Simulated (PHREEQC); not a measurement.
NaHS is added in steps, without added water, to 1 kg of water holding 0.014 mol H2S, 0.0091 mol NaCl and 3.8e-05 mol FeCl2, at 25 °C. No oxygen is let in. CO2 from the air is kept out. The run lets FeS(ppt), Halite precipitate or redissolve, and no other solid.

Base run: PHREEQC, ion-association model, wateq4f.dat. Each further column changes one thing. The table gives pH.

```
NaHS added (mol)  base  0.0012 mol/kgw Ca(OH)2 added  no solid may form
----------------  ----  ----------------------------  -----------------
0                 4.27                          6.19               4.27
0.001167          5.79                          6.36               5.79
0.002333          6.10                          6.49               6.10
0.0035            6.28                          6.58               6.28
0.004667          6.40                             ?               6.40
0.005833          6.50                          6.73               6.50
0.007             6.58                             ?               6.58
0.008167          6.64                          6.83               6.64
0.009333          6.70                          6.88               6.70
0.0105            6.75                             ?               6.75
0.01167           6.79                          6.95               6.79
0.01283           6.83                          6.99               6.83
0.014             6.87                          7.02               6.87
```

What belongs in the gaps?


- 0.004667, 0.0012 mol/kgw Ca(OH)2 added: 6.66
- 0.007, 0.0012 mol/kgw Ca(OH)2 added: 6.78
- 0.0105, 0.0012 mol/kgw Ca(OH)2 added: 6.92

The polysulfide entries of wateq4f.dat were taken out for this run. Solids allowed in the column '0.0012 mol/kgw Ca(OH)2 added': Portlandite, FeS(ppt), Halite.
